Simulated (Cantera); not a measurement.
Feed: 1 mol B2H6, 0.31 mol H2O, 100 mol H2, held at 1000 Pa.

Method: chemical equilibrium by Gibbs-energy minimisation in Cantera with the NASA 1993 tables (ideal gas, pure condensed phases). Candidate condensed phases: B, B2O3, B3O3H3, H2O; 23 gas species. The feed counts by its element totals alone. Equilibrium is a limit: real reactors are often held back by kinetics, nucleation or transport. All values below are at 1077 °C.

Base state: H2 0.997, HBO 0.00259, B2O2 7.90e-5, B3O3H3 6.14e-5, H 2.38e-5, HBO2 1.98e-5 (mole fractions); condensed: B(s).

### Question
What changes in the equilibrium state with this change: H2O from 0.31 to 3.5 mol?

### Answer
```
species        before    after
------------  -------  -------
H2              0.997    0.993
H2O           1.47e-6  0.00322
HBO2          1.98e-5  0.00311
B3O3H3        6.14e-5  2.26e-8
B2O2          7.90e-5  4.08e-7
B(s), mol        1.69        0
B2O3(l), mol        0    0.816
```
